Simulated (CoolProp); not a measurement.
Vapour-liquid equilibrium of R13 (1) + n-butane (2) at -13.15 °C; x and y are mole fractions of (1).

Computed with CoolProp (multi-fluid Helmholtz-energy mixture model, Platzer 1990 and Bücker 2006; pair parameters Bell 2016). This equation is an older, rougher fit; its heat capacities, sound speeds and derivatives of the liquid may be far off and weren't checked against measurements.

| x | bubble pressure, mixture model (MPa) | bubble pressure, Raoult's law (MPa) | y, mixture model | y, Raoult's law |
|---|---|---|---|---|
| 0.05 | 0.1776 | 0.1274 | 0.658 | 0.545 |
| 0.2 | 0.4559 | 0.3267 | 0.871 | 0.851 |
| 0.35 | 0.6571 | 0.5259 | 0.916 | 0.925 |
| 0.5 | 0.8160 | 0.7252 | 0.938 | 0.958 |
| 0.65 | 0.9614 | 0.9245 | 0.954 | 0.977 |
| 0.8 | 1.118 | 1.124 | 0.971 | 0.989 |
| 0.95 | 1.312 | 1.323 | 0.992 | 0.998 |

The largest gap from Raoult's law is +39.5 % in bubble pressure, at x = 0.2. No azeotrope shows between x = 0.05 and 0.95.

The pair parameters rest on a limited set of measurements; away from them the model extrapolates. The gap from Raoult's law changes sign with composition, which may be real or a fault of the pair parameters; it wasn't checked against measurements.
